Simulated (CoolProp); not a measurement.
Values from CoolProp's reference Helmholtz-energy equation of state, Lemmon 2006. It is a short technical equation, of lower accuracy than the large ones.

**Question.** For C2F6 (R116), give the phase and the cv (kJ/(kg K)), isothermal compressibility (1/MPa), Prandtl number at 274.1 K and 31.6 bar; 384.8 K and 31.6 bar.

**Answer.** 
- 274.1 K and 31.6 bar: liquid; cv 0.742, isothermal compressibility 0.0258, Prandtl number 3.24
- 384.8 K and 31.6 bar: supercritical; cv 0.850, isothermal compressibility 0.362, Prandtl number 0.888

Viscosity comes from a separate model (Huber 2003), an estimate that may be off by 10 % or more. Thermal conductivity comes from a separate model (Huber 2003), an estimate that may be off by 10 % or more.
